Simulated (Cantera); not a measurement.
Input: 1 mol Si3N4, 0.053 mol CO2, 500 mol H2, equilibrated at 13300 Pa.

Cantera equilibrium calculation (NASA polynomials, part measured and part estimated; ideal gas, pure solids and liquids). Candidate condensed phases: C, C6H6, C7H8, C8H18, H2O, Si, SiC, SiO2, Si2N2O, Si3N4; 151 gas species. Mutual solubility and eutectic melting of coexisting phases are not modelled. Gases not in the tables: Si2H6 and higher silanes. Kinetics and transport are ignored.

Which condensed phases are stable at each of these points (T (K)): 1475, 1525, 1575, 1625, 1675, 1725, 1775, 1825, 1875, 1925, 1975, 2025, 2075, 2125?


```csv
T (K),condensed phases,Si condensed (%)
1475,Si(s) + SiC(s) + Si2N2O(s) + Si3N4(s),99.9
1525,Si(s) + SiC(s) + Si2N2O(s) + Si3N4(s),99.8
1575,Si(s) + SiC(s) + Si2N2O(s) + Si3N4(s),99.3
1625,Si(s) + SiC(s) + Si2N2O(s) + Si3N4(s),98.1
1675,Si(s) + SiC(s),96.3
1725,Si(l) + SiC(s),96.2
1775,Si(l) + SiC(s),95.9
1825,Si(l) + SiC(s),95.4
1875,Si(l) + SiC(s),94.5
1925,Si(l) + SiC(s),92.9
1975,Si(l) + SiC(s),90.2
2025,Si(l),85.4
2075,Si(l),77.8
2125,Si(l),65.8
```

From 1475 K to 1625 K the condensed part is Si(s) + SiC(s) + Si2N2O(s) + Si3N4(s). At 1675 K the condensed part is Si(s) + SiC(s). From 1725 K to 1975 K the condensed part is Si(l) + SiC(s). From 2025 K to 2125 K the condensed part is Si(l).
